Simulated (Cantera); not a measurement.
A perfectly stirred reactor is fed with NH3 : H2 = 1 : 0.18 (molar parts), at 1330 Pa; it is held at 1973 K, and followed from long to short residence time.

Model: the gas-phase N/H chemistry of the illustrative SiF4/NH3 mechanism in the Surface Chemkin manual (1991), integrated in Cantera. Walls and surfaces, which speed up NH3 decomposition in real reactors, are not modelled.

Problem. What does this change do: NH3 1 to 1.6 parts?

Solution. 
```csv
quantity,before,after
x(NH3) at τ = 2.90 s,0.258,0.267
x(H2) at τ = 2.90 s,0.582,0.566
x(H) at τ = 2.90 s,0.000459,0.000443
x(NH2) at τ = 2.90 s,0.000585,0.000600
x(N2H2) at τ = 2.90 s,2.25e-6,2.36e-6
x(NH3) at τ = 17.0 ms,0.838,0.888
x(H2) at τ = 17.0 ms,0.159,0.108
x(H) at τ = 17.0 ms,7.68e-5,5.30e-5
x(NH2) at τ = 17.0 ms,0.00115,0.00123
x(N2H2) at τ = 17.0 ms,8.26e-6,9.31e-6
```

Problem. What does this change do: H2 0.18 to 1.3 parts?

Solution. 
```json
[
 {"quantity": "x(NH3) at τ = 2.90 s", "before": "0.258", "after": "0.166"},
 {"quantity": "x(H2) at τ = 2.90 s", "before": "0.582", "after": "0.739"},
 {"quantity": "x(H) at τ = 2.90 s", "before": "0.000459", "after": "0.000654"},
 {"quantity": "x(NH2) at τ = 2.90 s", "before": "0.000585", "after": "0.000422"},
 {"quantity": "x(N2H2) at τ = 2.90 s", "before": "2.25e-6", "after": "1.21e-6"},
 {"quantity": "x(NH3) at τ = 17.0 ms", "before": "0.838", "after": "0.432"},
 {"quantity": "x(H2) at τ = 17.0 ms", "before": "0.159", "after": "0.567"},
 {"quantity": "x(H) at τ = 17.0 ms", "before": "7.68e-5", "after": "0.000286"},
 {"quantity": "x(NH2) at τ = 17.0 ms", "before": "0.00115", "after": "0.000626"},
 {"quantity": "x(N2H2) at τ = 17.0 ms", "before": "8.26e-6", "after": "2.16e-6"}
]
```
